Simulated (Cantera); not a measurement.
Charge: 1 mol Fe3O4, 3.5 mol C, 2.9 mol N2, held at 15000 Pa.

Method: chemical equilibrium by Gibbs-energy minimisation in Cantera with the NASA 1993 tables (ideal gas, pure condensed phases). Candidate condensed phases: C, Fe, Fe(CO)5, FeO, Fe2O3, Fe3O4; 27 gas species. Each liquid is taken as pure. Mutual solubility and eutectic melting of coexisting phases are not modelled. The tables' stoichiometric FeO is somewhat more stable than real wüstite, so its field is too wide. FeO: taken at fixed stoichiometry. Kinetics and transport are ignored.

**Question.** At 1875 K, list the 4 most abundant gas species with their mole fractions, and the condensed phases.

**Answer.** CO 0.492, N2 0.453, CO2 0.0550, Fe 0.000541. Condensed: Fe(l) + FeO(l).
